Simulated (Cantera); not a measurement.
A closed system holds: 1 mol Cr2O3, 13 mol H2, 0.97 mol N2.

Method: chemical equilibrium by Gibbs-energy minimisation in Cantera with the NASA 1993 tables (ideal gas, pure condensed phases). Candidate condensed phases: Cr, CrN, Cr2N, Cr2O3, H2O; 29 gas species. Mutual solubility and eutectic melting of coexisting phases are not modelled. Equilibrium is a limit: real reactors are often held back by kinetics, nucleation or transport.

Stable condensed phases, one row left out:

```
T in °C \ P in Pa
              10      68     460    3200   22000  150000 1000000
   1700        A       A       A       A       B       B       B
   1650        A       A       A       A       B       B       B
   1600        A       A       A       A       B       B       B
   1500        A       A       A       B       B       B       B
   1450        A       A       A       B       B       B       C
   1400        A       A       A       B       B       B       C
   1350        A       A       B       B       B       B       C
   1300        A       A       B       B       B       B       C
```

A: Cr2O3; B: Cr + Cr2O3; C: Cr2N + Cr2O3.

**Question.** Give the row for 1550 °C.

**Answer.** 10: Cr2O3; 68: Cr2O3; 460: Cr2O3; 3200: Cr + Cr2O3; 22000: Cr + Cr2O3; 150000: Cr + Cr2O3; 1000000: Cr + Cr2O3.
